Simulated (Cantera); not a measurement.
Mixture: 9.67 % CH₃OH, 21.0 % O₂, 69.3 % N₂, at 1500 Torr, adiabatic and at constant volume. Ignition delay is the time to a rise of 400 K.

Cantera simulation using GRI-Mech 3.0 (53 species, 325 reactions); the numbers are that mechanism's predictions, not measurements. GRI-Mech 3.0 was tuned for natural gas; its chemistry of methanol as a main component is partial and can be far from experiment.

**Question.** Predict: delay at 1450 K; delay at 1525 K; delay at 1600 K; delay at 1675 K; delay at 1750 K; apparent activation energy between 1600 and 1750 K.

**Answer.** 
```
Quantity                                                Result
--------------------------------------------------  ----------
delay at 1450 K                                       0.193 ms
delay at 1525 K                                        92.8 µs
delay at 1600 K                                        48.8 µs
delay at 1675 K                                        27.6 µs
delay at 1750 K                                        16.5 µs
apparent activation energy between 1600 and 1750 K  170 kJ/mol
```
